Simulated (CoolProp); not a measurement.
Vapour-liquid equilibrium of ethane (1) + n-butane (2) at 217.9 K; x and y are mole fractions of (1).

Computed with CoolProp (multi-fluid Helmholtz-energy mixture model, Bücker 2006 and Bücker 2006; pair parameters Kunz 2012).

Task: Give the bubble pressure and the first vapour's composition at x = 0.425, 0.575, 0.8. Is there an azeotrope?

Result: x = 0.425: 194.9 kPa, y = 0.977; x = 0.575: 262.2 kPa, y = 0.987; x = 0.8: 361.6 kPa, y = 0.995. No azeotrope shows between x = 0.05 and 0.95.

The pair parameters rest on a limited set of measurements; away from them the model extrapolates.
